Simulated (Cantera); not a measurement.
Cantera run, input and output.

```python
import numpy as np
import cantera as ct

surf = ct.Interface("ptcombust.yaml", "Pt_surf")
gas = surf.adjacent["gas"]
gas.TPX = 823, 101325, {'H2': 0.0055, 'O2': 0.027, 'N2': 0.79, 'H2O': 0.046}
surf.TP = 823, 101325
reactor = ct.FlowReactor(gas, clone=False)
reactor.area = 0.0001  # m2
reactor.surface_area_to_volume_ratio = 1900  # 1/m
reactor.mass_flow_rate = 1.9 * reactor.area * gas.density  # inlet velocity 1.9 m/s
reactor.energy_enabled = False
wall = ct.ReactorSurface(surf, reactor, clone=False)
net = ct.ReactorNet([reactor])
net.rtol, net.atol = 1e-8, 1e-16
show, cover = ['H2', 'O2', 'H2O'], ['PT(S)', 'H(S)', 'O(S)', 'OH(S)', 'CO(S)', 'C(S)']

rows = []
print(f"{'z/m':>9s}{'u/(m/s)':>9s}" + "".join(f"{s:>13s}" for s in show + cover))
for z in [9.2e-05, 0.00015, 0.00026, 0.00043, 0.00071, 0.0012, 0.002, 0.0033, 0.0055, 0.0092]:
    net.advance(z)
    rows.append([reactor.speed, *gas[show].X, *surf[cover].coverages])
    print(f"{z:9.4g}{rows[-1][0]:9.3g}" + "".join(f"{x:13.4e}" for x in rows[-1][1:]))
```

Result:

```
      z/m  u/(m/s)           H2           O2          H2O        PT(S)         H(S)         O(S)        OH(S)        CO(S)         C(S)
  9.2e-05      1.9   2.7109e-03   2.9328e-02   5.6694e-02   1.8899e-01   2.2819e-07   8.0203e-01   8.9440e-03  -1.0601e-26  -2.3588e-29
  0.00015      1.9   1.9418e-03   2.8954e-02   5.7486e-02   1.4789e-01   1.5265e-07   8.4394e-01   8.1435e-03  -1.0856e-27  -2.5135e-30
  0.00026      1.9   1.1914e-03   2.8589e-02   5.8259e-02   1.1376e-01   9.9828e-08   8.7890e-01   7.3143e-03  -1.3259e-26  -2.6444e-30
  0.00043     1.89   6.5175e-04   2.8327e-02   5.8815e-02   9.4099e-02   7.3498e-08   8.9913e-01   6.7458e-03   7.2733e-27   1.6222e-29
  0.00071     1.89   2.7857e-04   2.8146e-02   5.9199e-02   8.2940e-02   5.9921e-08   9.1066e-01   6.3853e-03   1.8248e-28   4.1107e-31
   0.0012     1.89   7.1947e-05   2.8045e-02   5.9412e-02   7.7548e-02   5.3723e-08   9.1624e-01   6.1994e-03  -9.8324e-30  -2.3890e-32
    0.002     1.89   8.5913e-06   2.8015e-02   5.9477e-02   7.5999e-02   5.1987e-08   9.1784e-01   6.1444e-03   3.6073e-26   7.4031e-29
   0.0033     1.89   2.8002e-07   2.8011e-02   5.9486e-02   7.5799e-02   5.1764e-08   9.1805e-01   6.1373e-03   3.2199e-28   6.8157e-31
   0.0055     1.89   8.5771e-10   2.8010e-02   5.9486e-02   7.5793e-02   5.1757e-08   9.1805e-01   6.1371e-03  -2.4267e-27  -5.3622e-30
   0.0092     1.89   1.0387e-12   2.8010e-02   5.9486e-02   7.5793e-02   5.1757e-08   9.1805e-01   6.1371e-03   8.0320e-29   1.7765e-31
```

Model: Deutschmann's 1995 Pt surface mechanism with GRI-Mech 3.0 gas chemistry, integrated in Cantera. Catalytic surfaces can have several steady states; this one follows from the mechanism file's or the stated starting coverage. Mass transfer to the wall is taken as infinitely fast.
